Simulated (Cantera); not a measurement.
Input (Python, Cantera) and output of one run.

```python
import numpy as np
import cantera as ct

gas_names = """
    Cu CuF CuF2 CuO Cu2 F FO FO2 F2 F2O N NF NF2 NF3 NO NO2 NO3 N2 N2O O O2 O3
""".split()
cond_names = """
    Cu(cr) Cu(L) CuF2(s) CuF2(L) CuO(s) Cu2O(s) Cu2O(L)
""".split()


# ... load() reads the species with a 1 bar reference pressure and builds the phases ...
atoms = {
    'CuO': {'Cu': 1, 'O': 1},
    'NF3': {'N': 1, 'F': 3},
    'O2': {'O': 2},
}
top_T = {'CuO(s)': 1390}  # K; cautious upper limits of use, not melting points


# ... equilibrate(T, P, feed) seeds the gas with the atoms and calls Mixture.equilibrate('TP', solver="vcs", rtol=1e-11, max_steps=5000) ...
results = []
feed = {'CuO': 1, 'NF3': 0.62, 'O2': 1.9}  # mol
P = 18  # Pa
for T in [600, 700, 800, 900, 1000, 1100, 1200, 1300, 1400, 1500, 1600, 1700]:
    mix = equilibrate(T, P, feed)
    results.append((T, P, feed, dict(zip(mix.species_names, mix.species_moles))))

top = {s: max(r[3][s] / sum(r[3][g] for g in gas_names) for r in results) for s in gas_names}
cols = sorted((s for s in top if top[s] > 0.0001), key=lambda s: -top[s])[:5]
seen = [c for c in cond_names if any(r[3].get(c, 0) > 1e-12 for r in results)]
print("log10 of partial pressures in bar; condensed amounts in mol")
print(f"{'T/K':>10s}" + "".join(f"{s[:9]:>10s}" for s in cols + seen))
for T, P, feed, n in results:
    ng = sum(n[g] for g in gas_names)
    print(f"{T:10.4g}" + "".join(f"{np.log10(max(n[s] / ng * P / 1e5, 1e-99)):10.3f}" for s in cols)
          + "".join(f"{n.get(c, 0):10.4g}" for c in seen))
```

It prints:

```
log10 of partial pressures in bar; condensed amounts in mol
       T/K        O2      CuF2       CuF         F        N2   CuF2(s)    CuO(s)
       600    -3.798   -13.982   -17.003   -19.798    -4.681      0.93      0.07
       700    -3.798   -10.701   -12.920   -16.427    -4.681      0.93      0.07
       800    -3.798    -8.268    -9.880   -13.902    -4.681    0.9299      0.07
       900    -3.799    -6.398    -7.532   -11.941    -4.682    0.9238   0.06978
      1000    -3.834    -4.921    -5.661   -10.383    -4.718    0.7181   0.05235
      1100    -3.934    -4.380    -5.168    -8.737    -4.823         0         0
      1200    -3.934    -4.380    -5.166    -7.408    -4.823         0         0
      1300    -3.935    -4.386    -5.139    -6.312    -4.825         0         0
      1400    -3.942    -4.421    -5.010    -5.509    -4.831         0         0
      1500    -3.959    -4.530    -4.787    -5.003    -4.849         0         0
      1600    -3.986    -4.763    -4.587    -4.702    -4.877         0         0
      1700    -4.010    -5.146    -4.472    -4.552    -4.901         0         0
```

Cantera equilibrium calculation (NASA polynomials, part measured and part estimated; ideal gas, pure solids and liquids).
